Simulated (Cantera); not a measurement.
What does this Cantera script print?

```python
import numpy as np
import cantera as ct

gas_names = """
    B BCL BCL2 BCL3 BH BH2 BH3 BN B2 CL CL2 H HCL H2 N NH NH2 NH3 N2 N2H2 N2H4
""".split()
cond_names = """
    B(b) B(L) BN(s) NH4CL(a) NH4CL(b)
""".split()


# ... load() reads the species with a 1 bar reference pressure and builds the phases ...
atoms = {
    'BN': {'B': 1, 'N': 1},
    'Cl2': {'CL': 2},
    'H2': {'H': 2},
}
top_T = {'BN(s)': 3200}  # K; cautious upper limits of use, not melting points


# ... equilibrate(T, P, feed) seeds the gas with the atoms and calls Mixture.equilibrate('TP', solver="vcs", rtol=1e-11, max_steps=5000) ...
results = []
feed = {'BN': 1, 'Cl2': 7.2, 'H2': 33}  # mol
T = 1023  # K
P = 1333.22  # Pa
mix = equilibrate(T, P, feed)
results.append((T, P, feed, dict(zip(mix.species_names, mix.species_moles))))
x = sorted(zip(gas.X, gas.species_names), reverse=True)
print(f"T = {T:g} K  P = {P:g} Pa  gas = {mix.phase_moles(0):.4g} mol")
print("   x: " + "  ".join(f"{s} {v:.3e}" for v, s in x if v > 0.0001))
print("   condensed (mol): " + ("  ".join(f"{mix.phase(i).name} {mix.phase_moles(i):.4g}"
      for i in range(1, mix.n_phases) if mix.phase_moles(i) > 1e-12) or "none"))
```

Output:

```
T = 1023 K  P = 1333.22 Pa  gas = 40.2 mol
   x: H2 6.418e-01  HCL 3.581e-01
   condensed (mol): BN(s) 0.9984
```

Cantera equilibrium calculation (NASA polynomials, part measured and part estimated; ideal gas, pure solids and liquids).
